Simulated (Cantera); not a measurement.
Charge: 1 mol c-C₄F₈, equilibrated at 1350 °C and 1.33 mbar.

These are equilibrium values from Cantera (NASA tables, ideal gas, pure condensed phases), not measurements of a reactor. Candidate condensed phases: C; 13 gas species. The feed counts by its element totals alone. Gases not in the tables: C₂F₆ and larger saturated fluorocarbons. The numbers say what is thermodynamically allowed, not how fast it happens.

Q: What is the equilibrium state?

A: 
```json
{
  "x(CF₄)": "0.991",
  "x(CF₂)": "0.00634",
  "x(F)": "0.00193",
  "x(CF₃)": "0.000646",
  "n(C(graphite))": "1.99 mol",
  "gas_amount": "2.010 mol"
}
```
